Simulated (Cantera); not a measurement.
An adiabatic, constant-volume homogeneous reactor starts with CH₄ : O₂ : N₂ : CO₂ = 1 : 2.47 : 6.7 : 3.5 (molar parts), equivalence ratio 0.81, at 1625 K and 1430 Torr.

Cantera simulation using GRI-Mech 3.0 (53 species, 325 reactions); the numbers are that mechanism's predictions, not measurements.

### Question
Predict: time of steepest temperature rise; temperature at 0.300 s; equilibrium temperature; x(O₂) at 0.300 s; x(CO₂) at 0.300 s; x(CO) at 0.300 s; x(OH) at 0.300 s.

### Answer
* **time of steepest temperature rise**: 0.241 ms
* **temperature at 0.300 s**: 2649 K
* **equilibrium temperature**: 2649 K
* **x(O₂) at 0.300 s**: 0.0506 (gas-phase equilibrium 0.0506)
* **x(CO₂) at 0.300 s**: 0.266 (gas-phase equilibrium 0.266)
* **x(CO) at 0.300 s**: 0.0516 (gas-phase equilibrium 0.0516)
* **x(OH) at 0.300 s**: 0.0134 (gas-phase equilibrium 0.0134)
